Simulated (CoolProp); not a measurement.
Vapour pressure (bar) of R142b: the reference equation beside estimates from Tc = 137.1 °C, pc = 40.55 bar, ω = 0.232. Clausius-Clapeyron is anchored at 38.05 °C with a constant enthalpy of vaporisation of 19.39 kJ/mol.

Values from CoolProp's reference Helmholtz-energy equation of state, Lemmon 2006. It is a short technical equation, of lower accuracy than the large ones.

```
T (°C)  reference  Lee-Kesler  Clausius-Clapeyron  Redlich-Kwong  Soave-Redlich-Kwong  Peng-Robinson
------  ---------  ----------  ------------------  -------------  -------------------  -------------
22.55       3.131       3.137               3.344          4.516                3.136          3.116
25.65       3.446       3.455               3.629          4.912                3.454          3.429
28.75       3.784       3.797               3.931          5.332                3.797          3.766
31.85       4.148       4.163               4.252          5.777                4.165          4.128
34.95       4.536       4.555               4.592          6.248                4.559          4.516
38.05       4.952       4.974               4.952          6.744                4.981          4.930
41.15       5.395       5.420               5.332          7.268                5.431          5.373
44.25       5.868       5.896               5.732          7.820                5.911          5.845
47.35       6.370       6.402               6.155          8.401                6.422          6.348
50.45       6.904       6.939               6.599          9.010                6.966          6.883
53.55       7.471       7.509               7.066          9.650                7.543          7.451
56.65       8.071       8.112               7.556          10.32                8.155          8.053
59.75       8.706       8.750               8.070          11.02                8.803          8.691
62.85       9.378       9.424               8.609          11.76                9.488          9.367
65.95       10.09       10.13               9.173          12.52                10.21          10.08
```

Absolute difference from the reference over all 15 rows, mean and median: Lee-Kesler 0.4 and 0.5 %, Clausius-Clapeyron 4.5 and 4.4 %, Redlich-Kwong 33.6 and 33.3 %, Soave-Redlich-Kwong 0.7 and 0.7 %, Peng-Robinson 0.3 and 0.4 %.
